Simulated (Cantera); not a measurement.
A Cantera script and what it prints.

```python
import numpy as np
import cantera as ct

gas_names = """
    Fe FeO Fe(OH)2 H HO2 H2 H2O H2O2 H2S H2SO4 O OH O2 O3 S SH SO SO2 SO3 S2 S2O S8
""".split()
cond_names = """
    Fe(a) Fe(c) Fe(d) Fe(L) FeO(s) FeO(L) Fe(OH)2(s) Fe(OH)3(s) FeS(a) FeS(b) FeS(c) FeS(L) FeSO4(s)
    FeS2(s) Fe2O3(s) Fe2S3O12(s) Fe3O4(s) H2O(s) H2O(L) H2SO4(L) S(cr1) S(cr2) S(L)
""".split()


def load(file, names, dense=False):
    # The tables refer to 1 bar. Condensed volumes are neglected.
    table = {s.name: s for s in ct.Species.list_from_file(file)}
    out = []
    for n in names:
        d = dict(table[n].input_data)
        d["thermo"] = dict(d["thermo"], **{"reference-pressure": 1e5})
        if dense:
            d["equation-of-state"] = {"model": "constant-volume", "density": "1e6 g/cm^3"}
        out.append(ct.Species.from_dict(d))
    return out


gas = ct.Solution(thermo="ideal-gas", species=load("nasa_gas.yaml", gas_names))
cond = {s.name: ct.Solution(thermo="fixed-stoichiometry", species=[s], name=s.name)
        for s in load("nasa_condensed.yaml", cond_names, dense=True)}
atoms = {
    'FeS': {'Fe': 1, 'S': 1},
    'H2': {'H': 2},
    'H2O': {'H': 2, 'O': 1},
}
top_T = {'FeSO4(s)': 950, 'FeS2(s)': 1010, 'Fe2O3(s)': 1830, 'Fe2S3O12(s)': 1100, 'Fe3O4(s)': 1870}  # K; cautious upper limits of use, not melting points


def equilibrate(T, P, feed):
    n = {}
    for name, mol in feed.items():
        for a, k in atoms[name].items():
            n[a] = n.get(a, 0.0) + k * mol
    gas.TPX = T, P, n
    mass = sum(n.values()) * gas.mean_molecular_weight
    gas.equilibrate("TP")
    valid = [c for c in cond.values() if c.min_temp <= T <= top_T.get(c.name, c.max_temp)]
    mix = ct.Mixture([(gas, mass / gas.mean_molecular_weight)] + [(c, 0.0) for c in valid])
    mix.T, mix.P = T, P
    mix.equilibrate("TP", solver="vcs", rtol=1e-11, max_steps=5000)
    return mix


results = []
T = 1475  # K
P = 59  # Pa
for m in [26, 45, 63, 82, 100, 120, 140]:
    feed = {'FeS': 1, 'H2': m, 'H2O': 0.24}  # mol
    mix = equilibrate(T, P, feed)
    results.append((T, P, feed, dict(zip(mix.species_names, mix.species_moles))))

top = {s: max(r[3][s] / sum(r[3][g] for g in gas_names) for r in results) for s in gas_names}
cols = sorted((s for s in top if top[s] > 1e-05), key=lambda s: -top[s])[:8]
seen = [c for c in cond_names if any(r[3].get(c, 0) > 1e-12 for r in results)]
print("log10 of partial pressures in bar; condensed amounts in mol")
print(f"{'n(H2)':>10s}" + "".join(f"{s[:9]:>10s}" for s in cols + seen))
for T, P, feed, n in results:
    ng = sum(n[g] for g in gas_names)
    print(f"{feed['H2']:10.4g}" + "".join(f"{np.log10(max(n[s] / ng * P / 1e5, 1e-99)):10.3f}" for s in cols)
          + "".join(f"{n.get(c, 0):10.4g}" for c in seen))
```

Result:

```
log10 of partial pressures in bar; condensed amounts in mol
     n(H2)        H2        S2       H2S       H2O        SH         H        Fe         S     Fe(c)
        26    -3.245    -5.132    -5.197    -5.275    -6.022    -6.509    -7.059    -7.084    0.9961
        45    -3.239    -5.421    -5.336    -5.508    -6.164    -6.506    -7.059    -7.229    0.9933
        63    -3.236    -5.608    -5.426    -5.653    -6.256    -6.505    -7.059    -7.323    0.9906
        82    -3.235    -5.759    -5.501    -5.766    -6.331    -6.504    -7.059    -7.398    0.9878
       100    -3.234    -5.876    -5.558    -5.852    -6.389    -6.504    -7.059    -7.457    0.9851
       120    -3.233    -5.986    -5.613    -5.930    -6.444    -6.504    -7.059    -7.512    0.9822
       140    -3.233    -6.081    -5.660    -5.997    -6.491    -6.503    -7.059    -7.559    0.9792
```

Cantera equilibrium calculation (NASA polynomials, part measured and part estimated; ideal gas, pure solids and liquids).
